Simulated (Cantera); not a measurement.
Input (Python, Cantera) and output of one run.

```python
import numpy as np
import cantera as ct

gas_names = [...]  # 123 gases of nasa_gas.yaml made of C, H, O, Si
cond_names = """
    C(gr) C6H6(L) C7H8(L) C8H18(L),n-octa H2O(s) H2O(L) Si(cr) Si(L) SiC(b) SiO2(Lqz) SiO2(hqz) SiO2(L)
""".split()


# ... load() reads the species with a 1 bar reference pressure and builds the phases ...
atoms = {
    'SiC': {'Si': 1, 'C': 1},
    'H2O': {'H': 2, 'O': 1},
    'H2': {'H': 2},
}
top_T = {'C(gr)': 4500, 'SiC(b)': 3050}  # K; cautious upper limits of use, not melting points


# ... equilibrate(T, P, feed) seeds the gas with the atoms and calls Mixture.equilibrate('TP', solver="vcs", rtol=1e-11, max_steps=5000) ...
results = []
feed = {'SiC': 1, 'H2O': 3.3, 'H2': 150}  # mol
P = 22000  # Pa
for T in [950, 1050, 1150, 1250, 1350, 1450, 1550, 1650, 1750, 1850, 1950, 2050, 2150]:
    mix = equilibrate(T, P, feed)
    results.append((T, P, feed, dict(zip(mix.species_names, mix.species_moles))))

top = {s: max(r[3][s] / sum(r[3][g] for g in gas_names) for r in results) for s in gas_names}
cols = sorted((s for s in top if top[s] > 1e-05), key=lambda s: -top[s])[:7]
seen = [c for c in cond_names if any(r[3].get(c, 0) > 1e-12 for r in results)]
print("log10 of partial pressures in bar; condensed amounts in mol")
print(f"{'T/K':>10s}" + "".join(f"{s[:9]:>10s}" for s in cols + seen))
for T, P, feed, n in results:
    ng = sum(n[g] for g in gas_names)
    print(f"{T:10.4g}" + "".join(f"{np.log10(max(n[s] / ng * P / 1e5, 1e-99)):10.3f}" for s in cols)
          + "".join(f"{n.get(c, 0):10.4g}" for c in seen))
```

It prints:

```
log10 of partial pressures in bar; condensed amounts in mol
       T/K        H2         H       H2O        CO       SiO       CH4       CO2 SiO2(hqz)   SiO2(L)
       950    -0.663    -9.586    -2.909    -3.207   -17.568    -3.092    -5.200         1         0
      1050    -0.662    -8.422    -3.200    -2.915   -14.385    -3.683    -5.381         1         0
      1150    -0.661    -7.458    -3.337    -2.857   -11.868    -4.463    -5.608         1         0
      1250    -0.661    -6.646    -3.365    -2.848    -9.851    -5.248    -5.746         1         0
      1350    -0.661    -5.953    -3.369    -2.847    -8.158    -5.942    -5.848         1         0
      1450    -0.661    -5.355    -3.370    -2.846    -6.708    -6.545    -5.931    0.9999         0
      1550    -0.661    -4.832    -3.366    -2.846    -5.454    -7.072    -5.998    0.9975         0
      1650    -0.661    -4.372    -3.330    -2.846    -4.390    -7.569    -6.022    0.9714         0
      1750    -0.662    -3.965    -3.166    -2.847    -3.592    -8.142    -5.909         0    0.8201
      1850    -0.665    -3.601    -2.874    -2.849    -3.039    -8.805    -5.661         0    0.3558
      1950    -0.668    -3.275    -2.736    -2.850    -2.849    -9.273    -5.562         0         0
      2050    -0.669    -2.979    -2.737    -2.851    -2.850    -9.565    -5.596         0         0
      2150    -0.671    -2.710    -2.738    -2.851    -2.851    -9.830    -5.627         0         0
```

Method: chemical equilibrium by Gibbs-energy minimisation in Cantera with the NASA 1993 tables (ideal gas, pure condensed phases). The tables hold silica as quartz up to 1696 K and as liquid above; real silica turns to tridymite and cristobalite and melts near 1996 K.
